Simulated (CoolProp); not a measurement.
Values from CoolProp's reference Helmholtz-energy equation of state, Zhou 2011.

**Question.** For dimethyl carbonate, give the phase and the cv (kJ/(kg K)), Joule-Thomson coefficient (K/MPa), expansivity (1/kK), fugacity coefficient at 47.05 °C and 1.34 MPa; 47.05 °C and 5.67 MPa; 47.05 °C and 23.9 MPa.

**Answer.** 
- 47.05 °C and 1.34 MPa: liquid; cv 1.37, Joule-Thomson coefficient -0.303, expansivity 1.30, fugacity coefficient 0.0158
- 47.05 °C and 5.67 MPa: liquid; cv 1.37, Joule-Thomson coefficient -0.309, expansivity 1.26, fugacity coefficient 0.00431
- 47.05 °C and 23.9 MPa: liquid; cv 1.38, Joule-Thomson coefficient -0.327, expansivity 1.13, fugacity coefficient 0.00184
